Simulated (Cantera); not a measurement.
**Reactions in the system N-O-V**

Cantera with NASA thermochemical tables; ideal gases at 1 bar, condensed phases pure. Values are per mole of reaction as written; species without (g) are pure solids or liquids, kept so even where they would boil at 1 bar. VN: taken at fixed stoichiometry.

5 O₃(g) + 6 VN ⇌ 3 N₂O(g) + 6 VO₂(g)

```json
[
 {"T (K)": "1550", "ΔH° (kJ)": "-676.6", "ΔS° (J/K)": "691.1", "ΔG° (kJ)": "-1747.7", "log10 K": "58.90"},
 {"T (K)": "1625", "ΔH° (kJ)": "-687.0", "ΔS° (J/K)": "684.5", "ΔG° (kJ)": "-1799.3", "log10 K": "57.84"},
 {"T (K)": "1700", "ΔH° (kJ)": "-698.1", "ΔS° (J/K)": "677.8", "ΔG° (kJ)": "-1850.4", "log10 K": "56.85"},
 {"T (K)": "1775", "ΔH° (kJ)": "-710.0", "ΔS° (J/K)": "671.0", "ΔG° (kJ)": "-1901.0", "log10 K": "55.94"},
 {"T (K)": "1850", "ΔH° (kJ)": "-722.7", "ΔS° (J/K)": "664.0", "ΔG° (kJ)": "-1951.0", "log10 K": "55.09"},
 {"T (K)": "1925", "ΔH° (kJ)": "-736.2", "ΔS° (J/K)": "656.8", "ΔG° (kJ)": "-2000.5", "log10 K": "54.28"},
 {"T (K)": "2000", "ΔH° (kJ)": "-750.6", "ΔS° (J/K)": "649.5", "ΔG° (kJ)": "-2049.5", "log10 K": "53.53"},
 {"T (K)": "2075", "ΔH° (kJ)": "-765.8", "ΔS° (J/K)": "642.0", "ΔG° (kJ)": "-2098.0", "log10 K": "52.81"},
 {"T (K)": "2150", "ΔH° (kJ)": "-782.0", "ΔS° (J/K)": "634.3", "ΔG° (kJ)": "-2145.8", "log10 K": "52.13"},
 {"T (K)": "2225", "ΔH° (kJ)": "-799.1", "ΔS° (J/K)": "626.5", "ΔG° (kJ)": "-2193.1", "log10 K": "51.48"},
 {"T (K)": "2300", "ΔH° (kJ)": "-817.0", "ΔS° (J/K)": "618.6", "ΔG° (kJ)": "-2239.8", "log10 K": "50.87"}
]
```

2 NO(g) + 3 V ⇌ 2 VN + VO₂(g)

```
T (K)  ΔH° (kJ)  ΔS° (J/K)  ΔG° (kJ)  log10 K  condensed phases
-----  --------  ---------  --------  -------  ----------------
1550     -847.1     -167.6    -587.3    19.79       V(s), VN(s)
1625     -847.3     -167.7    -574.7    18.47       V(s), VN(s)
1700     -847.5     -167.9    -562.2    17.27       V(s), VN(s)
1775     -847.9     -168.1    -549.6    16.17       V(s), VN(s)
1850     -848.3     -168.3    -536.9    15.16       V(s), VN(s)
1925     -848.9     -168.6    -524.3    14.23       V(s), VN(s)
2000     -849.7     -169.0    -511.6    13.36       V(s), VN(s)
2075     -850.5     -169.4    -499.0    12.56       V(s), VN(s)
2150     -851.6     -169.9    -486.2    11.81       V(s), VN(s)
2225     -921.6     -201.9    -472.4    11.09       V(l), VN(s)
2300     -923.3     -202.7    -457.2    10.38       V(l), VN(s)
```
